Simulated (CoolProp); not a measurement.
A Linde-Hampson liquefier for carbon monoxide: isothermal reversible compression at 280 K from 1 atm to 20 MPa, throttling to 1 atm, return gas leaving the recuperator 5 K below the feed. Each further row changes one setting.

Computed with CoolProp (reference Helmholtz-energy equation of state, Lemmon 2006). It is a short technical equation, of lower accuracy than the large ones.

```
case                        liquid yield per pass  compression work (kJ/kg of gas)
--------------------------  ---------------------  -------------------------------
as stated                                   0.093                              436
high pressure 40 MPa                            ?                                ?
warm-end temperature 310 K                      ?                                ?
warm-end gap 10 K                               ?                              436
```

Q: What belongs in the gaps?

A: 
- high pressure 40 MPa, liquid yield per pass: 0.117
- high pressure 40 MPa, compression work (kJ/kg of gas): 500
- warm-end temperature 310 K, liquid yield per pass: 0.066
- warm-end temperature 310 K, compression work (kJ/kg of gas): 487
- warm-end gap 10 K, liquid yield per pass: 0.081
